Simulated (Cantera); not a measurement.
Cantera run:

```python
import numpy as np
import cantera as ct

gas_names = """
    H HO2 H2 H2O H2O2 H2S H2SO4 O OH O2 O3 S SH SO SO2 SO3 S2 S2O S8
""".split()
cond_names = """
    H2O(s) H2O(L) H2SO4(L) S(cr1) S(cr2) S(L)
""".split()


def load(file, names, dense=False):
    # The tables refer to 1 bar. Condensed volumes are neglected.
    table = {s.name: s for s in ct.Species.list_from_file(file)}
    out = []
    for n in names:
        d = dict(table[n].input_data)
        d["thermo"] = dict(d["thermo"], **{"reference-pressure": 1e5})
        if dense:
            d["equation-of-state"] = {"model": "constant-volume", "density": "1e6 g/cm^3"}
        out.append(ct.Species.from_dict(d))
    return out


gas = ct.Solution(thermo="ideal-gas", species=load("nasa_gas.yaml", gas_names))
cond = {s.name: ct.Solution(thermo="fixed-stoichiometry", species=[s], name=s.name)
        for s in load("nasa_condensed.yaml", cond_names, dense=True)}
atoms = {
    'S': {'S': 1},
    'H2': {'H': 2},
    'O2': {'O': 2},
}
top_T = {}  # K; cautious upper limits of use, not melting points


def equilibrate(T, P, feed):
    n = {}
    for name, mol in feed.items():
        for a, k in atoms[name].items():
            n[a] = n.get(a, 0.0) + k * mol
    gas.TPX = T, P, n
    mass = sum(n.values()) * gas.mean_molecular_weight
    gas.equilibrate("TP")
    valid = [c for c in cond.values() if c.min_temp <= T <= top_T.get(c.name, c.max_temp)]
    mix = ct.Mixture([(gas, mass / gas.mean_molecular_weight)] + [(c, 0.0) for c in valid])
    mix.T, mix.P = T, P
    mix.equilibrate("TP", solver="vcs", rtol=1e-11, max_steps=5000)
    return mix


results = []
feed = {'S': 1, 'H2': 0.035, 'O2': 0.12}  # mol
T = 2923  # K
P = 390  # Pa
mix = equilibrate(T, P, feed)
results.append((T, P, feed, dict(zip(mix.species_names, mix.species_moles))))
print(gas.report(threshold=1e-06))
for i in range(1, mix.n_phases):
    print(f"{mix.phase(i).name:16s} {mix.phase_moles(i):12.5e} mol")
```

It prints:

```
       temperature   2923 K
          pressure   390 Pa
           density   0.00053775 kg/m^3
  mean mol. weight   33.51 kg/kmol
   phase of matter   gas

                          1 kg             1 kmol
                     ---------------   ---------------
          enthalpy          8.46e+06         2.835e+08  J
   internal energy        7.7348e+06        2.5919e+08  J
           entropy            8599.3        2.8816e+05  J/K
    Gibbs function       -1.6676e+07       -5.5881e+08  J
 heat capacity c_p            774.33             25948  J/K
 heat capacity c_v            526.21             17633  J/K

                      mass frac. Y      mole frac. X     chem. pot. / RT
                     ---------------   ---------------   ---------------
                 H         0.0018105          0.060188           -16.646
                H2        5.5381e-05        0.00092055           -33.293
               H2O        3.2084e-05        5.9679e-05           -54.491
               H2S        1.3085e-06        1.2868e-06           -51.721
                 O          0.023535          0.049294           -21.199
                OH        0.00061864          0.001219           -37.845
                O2         0.0012138         0.0012712           -42.397
                 S           0.64854           0.67787           -18.428
                SH         0.0018184         0.0018427           -35.075
                SO           0.22254           0.15517           -39.627
               SO2          0.014542         0.0076074           -60.826
                S2           0.08509           0.04447           -36.857
               S2O        0.00020972        8.7716e-05           -58.055
     [   +6 minor]        4.4507e-08        2.1498e-08

S(L)              0.00000e+00 mol
```

Equilibrium computed with Cantera from the NASA thermochemical tables; the gas is ideal and each condensed phase is pure.
